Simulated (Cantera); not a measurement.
# Gas-phase reforming

A perfectly stirred reactor is fed with 53.5 % CH₄, 39.0 % CO₂, 7.49 % H₂O, at 1.00 bar; it is held at 1673 K, and followed from long to short residence time.

Cantera simulation using GRI-Mech 3.0 (53 species, 325 reactions); the numbers are that mechanism's predictions, not measurements.

```
τ (s)     x CH₄   x CO₂       x O      x CO    x C₂H₆
-------  ------  ------  --------  --------  --------
0.66     0.0508  0.0466  5.80e-11     0.290   2.49e-5
0.16     0.0937  0.0899  6.64e-11     0.218   8.93e-5
0.040     0.184   0.183  6.33e-11     0.126  0.000306
0.010     0.322   0.300  5.65e-11    0.0402  0.000844
0.0025    0.442   0.364  6.12e-11   0.00694   0.00169
0.00061   0.510   0.386  5.44e-11  0.000696   0.00181
0.00015   0.531   0.390  2.31e-11   4.95e-5  0.000604
```
x: mole fraction; the columns are a selection and need not sum to one.
